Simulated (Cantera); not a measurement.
Feed: 1 mol ZrN, 0.011 mol H2, equilibrated at 1450 K and 1.00 bar.

Cantera equilibrium calculation (NASA polynomials, part measured and part estimated; ideal gas, pure solids and liquids). Candidate condensed phases: Zr, ZrN; 11 gas species. ZrN: taken at fixed stoichiometry. Rates play no part.

Base state: H2 1.000 (mole fractions); condensed: ZrN(s).

Question: What changes in the equilibrium state with this change: temperature from 1450 K to 2773 K?

Answer: 
| species | before | after |
|---|---|---|
| H2 | 1.000 | 0.928 |
| H | 9.46e-6 | 0.0716 |
| N2 | <1e-9 | 8.10e-5 |
| Zr | <1e-9 | 4.23e-5 |
| ZrN(s), mol | 1.00 | 1.000 |
